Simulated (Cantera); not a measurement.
**Equilibrium for silicates and aluminates: SiO₂ + MgO + O₂**

A closed system holds: 1 mol SiO₂, 0.37 mol MgO, 0.15 mol O₂, at 10.0 mbar.

Cantera equilibrium calculation (NASA polynomials, part measured and part estimated; ideal gas, pure solids and liquids). Candidate condensed phases: Mg, MgO, MgSiO₃, Mg₂SiO₄, Si, SiO₂; 11 gas species. Mutual solubility and eutectic melting of coexisting phases are not modelled. The tables hold silica as quartz up to 1696 K and as liquid above; real silica turns to tridymite and cristobalite and melts near 1996 K. Condensed phases not in the tables: alloys, solid solutions and most ternary compounds. The numbers say what is thermodynamically allowed, not how fast it happens.

| T (K) | x O₂ | x O | x SiO₂ | n MgSiO₃(s) | n SiO₂(α-quartz) | n SiO₂(β-quartz) |
|---|---|---|---|---|---|---|
| 798 | 1.00 | <1e-12 | <1e-12 | 0.370 | 0.630 | 0 |
| 873 | 1.00 | 1.90e-11 | <1e-12 | 0.370 | 0 | 0.630 |
| 948 | 1.00 | 2.97e-10 | <1e-12 | 0.370 | 0 | 0.630 |
| 1023 | 1.00 | 3.11e-9 | <1e-12 | 0.370 | 0 | 0.630 |
| 1098 | 1.00 | 2.37e-8 | <1e-12 | 0.370 | 0 | 0.630 |
| 1173 | 1.00 | 1.40e-7 | <1e-12 | 0.370 | 0 | 0.630 |
| 1248 | 1.000 | 6.66e-7 | <1e-12 | 0.370 | 0 | 0.630 |
| 1323 | 1.000 | 2.66e-6 | <1e-12 | 0.370 | 0 | 0.630 |
| 1398 | 1.000 | 9.17e-6 | 6.69e-12 | 0.370 | 0 | 0.630 |
| 1473 | 1.000 | 2.79e-5 | 8.95e-11 | 0.370 | 0 | 0.630 |
| 1548 | 1.000 | 7.63e-5 | 9.29e-10 | 0.370 | 0 | 0.630 |
| 1623 | 1.000 | 0.000190 | 7.73e-9 | 0.370 | 0 | 0.630 |
x: gas mole fraction; n: condensed amount in mol.

At 798 K the condensed part is MgSiO₃(s) + SiO₂(α-quartz). From 873 K to 1623 K the condensed part is MgSiO₃(s) + SiO₂(β-quartz).
